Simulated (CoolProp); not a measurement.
Properties of propylene glycol along the isobar 17 MPa (Tc = 400.8 °C, pc = 7.292 MPa, ω = 0.327).

Computed with CoolProp (reference Helmholtz-energy equation of state, Eisenbach 2021).

```csv
T (°C),phase,cp (kJ/(kg K)),speed of sound (m/s),isothermal compressibility (1/MPa),expansivity (1/kK),fugacity coefficient
35.15,liquid,2.541,1543,0.0004659,0.7125,4.058e-6
61.15,liquid,2.685,1474,0.0005217,0.7432,2.757e-5
87.15,liquid,2.824,1404,0.0005887,0.7803,0.0001347
113.15,liquid,2.959,1333,0.0006695,0.8245,0.0005087
139.05,liquid,3.090,1261,0.0007677,0.8773,0.001559
165.05,liquid,3.219,1189,0.0008895,0.9409,0.004065
191.05,liquid,3.347,1117,0.001042,1.018,0.009257
216.95,liquid,3.473,1044,0.001237,1.111,0.01879
242.95,liquid,3.600,970.9,0.001492,1.227,0.03481
268.95,liquid,3.733,896.6,0.001834,1.372,0.05950
294.95,liquid,3.873,821.0,0.002310,1.559,0.09495
320.85,liquid,4.030,743.7,0.003004,1.811,0.1425
346.85,liquid,4.219,662.3,0.004105,2.173,0.2032
```
